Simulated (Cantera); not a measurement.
A closed system holds: 1 mol Fe₃O₄, 0.31 mol CH₄, 0.14 mol CO, at 1.58 Torr.

Equilibrium computed with Cantera from the NASA thermochemical tables; the gas is ideal and each condensed phase is pure. Candidate condensed phases: C, C₆H₆, C₇H₈, C₈H₁₈, Fe, Fe(CO)₅, FeO, Fe(OH)₂, Fe(OH)₃, Fe₂O₃, Fe₃O₄, H₂O; 114 gas species. The tables' stoichiometric FeO is somewhat more stable than real wüstite, so its field is too wide. FeO: taken at fixed stoichiometry. Equilibrium is a limit: real reactors are often held back by kinetics, nucleation or transport. All values below are at 1300 °C.

Base state: H₂O 0.432, CO₂ 0.212, CO 0.208, H₂ 0.147, H 0.000340, Fe 4.75e-5, OH 3.62e-5, Fe(OH)₂ 1.31e-5 (mole fractions); condensed: FeO(s).

What changes in the equilibrium state with this change: Fe₃O₄ replaced by Ta₂O₅?


| species | before | after |
|---|---|---|
| H₂ | 0.147 | 0.631 |
| CO | 0.208 | 0.368 |
| H | 0.000340 | 0.000705 |
| H₂O | 0.432 | 0.000486 |
| CO₂ | 0.212 | 9.81e-5 |
| Fe | 4.75e-5 | 0 |
| Fe(OH)₂ | 1.31e-5 | 0 |
| OH | 3.62e-5 | 1.96e-8 |
| FeO(s), mol | 3.00 | 0 |
| TaC(s), mol | 0 | 0.0887 |
| Ta₂O₅(s), mol | 0 | 0.956 |
Mutual solubility and eutectic melting of coexisting phases are not modelled. TaC: taken at fixed stoichiometry. Condensed phases not in the tables: Ta₂C. Further candidate phases: Ta, TaC, Ta₂O₅.

What changes in the equilibrium state with this change: CO from 0.14 to 1.5 mol?


```json
[
 {"species": "CO", "before": "0.208", "after": "0.577"},
 {"species": "CO₂", "before": "0.212", "after": "0.168"},
 {"species": "H₂", "before": "0.147", "after": "0.138"},
 {"species": "H₂O", "before": "0.432", "after": "0.116"},
 {"species": "Fe", "before": "4.75e-5", "after": "0.000167"},
 {"species": "Fe(OH)₂", "before": "1.31e-5", "after": "3.52e-6"},
 {"species": "OH", "before": "3.62e-5", "after": "1.00e-5"},
 {"species": "H", "before": "0.000340", "after": "0.000330"},
 {"species": "FeO(s), mol", "before": "3.00", "after": "3.00"}
]
```
